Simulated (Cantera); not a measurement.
Charge: 1 mol H₂S, 0.02 mol SO₂, 14 mol N₂, held at 1775 K and 1000 Pa.

Cantera equilibrium calculation (NASA polynomials, part measured and part estimated; ideal gas, pure solids and liquids). Kinetics and transport are ignored.

```
species    before     after
-------  --------  --------
N₂          0.902     0.900
H₂         0.0598    0.0548
S₂         0.0307    0.0317
H₂O       0.00223   0.00722
SO₂       2.98e-5  0.000377
S₂O       6.01e-6   2.20e-5
SO       0.000280   0.00100
H₂S       0.00123   0.00115
H        0.000708  0.000677
SH        0.00174   0.00170
```
Gas species are given as mole fractions.

Q: Which change was made?
A) temperature from 1775 K to 1400 K
B) SO₂ from 0.02 to 0.07 mol
C) temperature from 1775 K to 1248.15 K
D) H₂S replaced by H₂O

A: B, SO₂ from 0.02 to 0.07 mol
